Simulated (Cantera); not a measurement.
A closed system holds: 1 mol Fe(CO)5, 0.47 mol CO, 2 mol N2, at 1300 °C and 2.90 bar.

Equilibrium computed with Cantera from the NASA thermochemical tables; the gas is ideal and each condensed phase is pure. Candidate condensed phases: C, Fe, Fe(CO)5, FeO, Fe2O3, Fe3O4; 27 gas species. Iron dissolves carbon and melts from about 1420 K in contact with it, which pure phases cannot show. Condensed phases not in the tables: cementite and carbon dissolved in iron. The numbers say what is thermodynamically allowed, not how fast it happens.

Base state: CO 0.732, N2 0.268, CO2 0.000558 (mole fractions); condensed: C(graphite) + Fe(γ).

Problem. What changes in the equilibrium state with this change: Fe(CO)5 replaced by Pb?

Solution. 
```csv
species,before,after
N2,0.268,0.796
CO,0.732,0.187
Pb,0,0.0166
Pb2,0,1.08e-5
CO2,0.000558,3.65e-5
"C(graphite), mol",0.00417,9.16e-5
"Fe(γ), mol",1.000,0
"Pb(l), mol",0,0.958
```
Further candidate phases: Pb, PbO, PbO2, Pb3O4.

Problem. What changes in the equilibrium state with this change: temperature from 1300 °C to 902 °C?

Solution. 
```json
[
 {"species": "CO", "before": "0.732", "after": "0.685"},
 {"species": "N2", "before": "0.268", "after": "0.278"},
 {"species": "CO2", "before": "0.000558", "after": "0.0369"},
 {"species": "C(graphite), mol", "before": "0.00417", "after": "0.266"},
 {"species": "Fe(γ), mol", "before": "1.000", "after": "0"},
 {"species": "Fe(α), mol", "before": "0", "after": "1.00"}
]
```
